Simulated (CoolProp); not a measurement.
A single-stage vapour-compression cycle with R114: evaporating at 327.15 K (dew point), condensing at 381.15 K (bubble point), superheat 0 K, subcooling 5 K, compressor efficiency 0.6, no pressure losses. Each further row changes one setting.

The numbers come from the reference Helmholtz-energy equation of state, Platzer 1990 in CoolProp. This equation is an older, rougher fit; its heat capacities, sound speeds and derivatives of the liquid may be far off and weren't checked against measurements.

```csv
case,cooling COP,pressure ratio,discharge temperature (K),refrigerating effect (kJ/kg),volumetric capacity (kJ/m³)
as stated,2.38,3.34,381.2,61.3,2200
evaporating temperature 332.15 K,(withheld),(withheld),381.2,64.1,(withheld)
condensing temperature 376.15 K,2.80,3.03,376.2,67.2,2410
subcooling 10 K,(withheld),3.34,381.2,(withheld),2410
superheat 10 K,(withheld),3.34,(withheld),69.1,2360
compressor efficiency 0.5,1.98,3.34,385.4,61.3,2200
```

Q: Fill in the missing entries.

A: 
- evaporating temperature 332.15 K, cooling COP: 2.78
- evaporating temperature 332.15 K, pressure ratio: 2.94
- evaporating temperature 332.15 K, volumetric capacity (kJ/m³): 2610
- subcooling 10 K, cooling COP: 2.61
- subcooling 10 K, refrigerating effect (kJ/kg): 67.3
- superheat 10 K, cooling COP: 2.49
- superheat 10 K, discharge temperature (K): 389.9

The compression ends wet for: as stated; evaporating temperature 332.15 K; condensing temperature 376.15 K; subcooling 10 K.
